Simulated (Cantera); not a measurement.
Cantera run, input and output.

```python
import numpy as np
import cantera as ct

gas = ct.Solution("gri30.yaml")
gas.TPX = 1623, 101325, {'CH4': 1, 'N2': 2}
reactor = ct.IdealGasConstPressureReactor(gas, energy="off", clone=False)
net = ct.ReactorNet([reactor])
net.rtol, net.atol = 1e-08, 1e-18
show = ['CH4', 'C2H6', 'CH2', 'HCN', 'C2H4', 'H2', 'CH3']
times = np.geomspace(0.0004, 200, 14)

steps = ct.SolutionArray(gas, extra=["t"])
rows = []
print(f"{'t/s':>10s}{'T/K':>9s}{'P/Pa':>11s}" + "".join(f"{s:>11s}" for s in show))
for t in times:
    while net.time < t:
        t_next = net.step()
        steps.append(gas.state, t=t_next)
    rows.append([np.interp(t, steps.t, y) for y in (steps.T, steps.P, *steps(*show).X.T)])
    print(f"{t:10.3e}{rows[-1][0]:9.1f}{rows[-1][1]:11.4g}" + "".join(f"{x:11.3e}" for x in rows[-1][2:]))
rate = np.gradient(steps.T, steps.t)
print("integrator steps:", len(steps.t))
if steps.T.max() > steps.T[0] + 200:
    print(f"time of steepest temperature rise: {steps.t[rate.argmax()]:.4e} s")
gas.TPX = 1623, 101325, {'CH4': 1, 'N2': 2}
gas.equilibrate("TP")
print(f"equilibrium (TP): T = {gas.T:.1f} K  " + "  ".join(f"{s} {gas[s].X[0]:.3e}" for s in show))
```

It prints:

```
       t/s      T/K       P/Pa        CH4       C2H6        CH2        HCN       C2H4         H2        CH3
 4.000e-04   1623.0  1.013e+05  3.318e-01  3.036e-04  2.797e-08  2.019e-12  1.813e-04  9.064e-04  4.536e-04
 1.098e-03   1623.0  1.013e+05  3.276e-01  9.251e-04  5.951e-08  1.485e-11  1.221e-03  4.007e-03  6.662e-04
 3.012e-03   1623.0  1.013e+05  3.112e-01  1.424e-03  8.694e-08  1.533e-10  5.606e-03  1.893e-02  7.907e-04
 8.264e-03   1623.0  1.013e+05  2.711e-01  8.427e-04  6.257e-08  9.881e-10  8.211e-03  6.335e-02  6.216e-04
 2.268e-02   1623.0  1.013e+05  2.085e-01  3.725e-04  3.940e-08  3.602e-09  4.282e-03  1.369e-01  4.297e-04
 6.223e-02   1623.0  1.013e+05  1.325e-01  1.314e-04  2.411e-08  9.952e-09  2.771e-03  2.238e-01  2.661e-04
 1.707e-01   1623.0  1.013e+05  6.531e-02  3.321e-05  1.329e-08  2.250e-08  2.990e-03  2.995e-01  1.375e-04
 4.685e-01   1623.0  1.013e+05  2.809e-02  8.283e-06  6.783e-09  4.323e-08  3.524e-03  3.411e-01  6.388e-05
 1.286e+00   1623.0  1.013e+05  1.831e-02  4.935e-06  4.801e-09  8.030e-08  3.708e-03  3.520e-01  4.322e-05
 3.528e+00   1623.0  1.013e+05  1.790e-02  4.824e-06  4.712e-09  1.734e-07  3.716e-03  3.525e-01  4.233e-05
 9.680e+00   1623.0  1.013e+05  1.790e-02  4.824e-06  4.712e-09  4.305e-07  3.716e-03  3.525e-01  4.233e-05
 2.656e+01   1623.0  1.013e+05  1.790e-02  4.824e-06  4.712e-09  1.150e-06  3.716e-03  3.525e-01  4.233e-05
 7.289e+01   1623.0  1.013e+05  1.790e-02  4.824e-06  4.712e-09  3.226e-06  3.716e-03  3.525e-01  4.232e-05
 2.000e+02   1623.0  1.013e+05  1.790e-02  4.824e-06  4.712e-09  9.585e-06  3.716e-03  3.525e-01  4.232e-05
integrator steps: 1443
equilibrium (TP): T = 1623.0 K  CH4 1.417e-02  C2H6 2.980e-06  CH2 3.677e-09  HCN 9.731e-02  C2H4 2.263e-03  H2 3.576e-01  CH3 3.327e-05
```

Detailed kinetics in Cantera: GRI-Mech 3.0 (53 species, 325 reactions). GRI-Mech 3.0 stops at C3 and has no aromatics, soot or wall deposition, so with more carbon than oxygen in the feed, carbon stays in small species such as C2H2 where larger ones or solid carbon would form.
